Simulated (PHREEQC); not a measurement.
Solution (25 °C): 0.08 mol MgCl2, 0.079 mol Na2SO4 and 0.24 mol KCl per kg of water. Closed to the air; pH follows from the charge balance.

Model: Pitzer model, pitzer.dat, run in PHREEQC.

Each row changes one thing in this solution. This is a speciation only: nothing precipitates in the calculation.

```tsv
case	HSO4- (mol/kgw)	SI of Arcanite (K2SO4)	SI of Sylvite (KCl)
as made	1.58e-7	-1.89	-2.32
diluted 10-fold with water	3.52e-8	-4.13	-4.12
MgCl2 from 0.08 to 0.072 mol/kgw	1.56e-7	-1.87	-2.34
Na2SO4 from 0.079 to 0.395 mol/kgw	3.63e-7	-1.57	-2.44
Na2SO4 from 0.079 to 0.0711 mol/kgw	1.47e-7	-1.92	-2.32
Na2SO4 from 0.079 to 0.0395 mol/kgw	9.53e-8	-2.13	-2.30
MgCl2 replaced by LiCl at the same molality	1.15e-7	-1.76	-2.41
temperature from 25 to 15 °C	8.30e-8	-1.75	-2.21
```
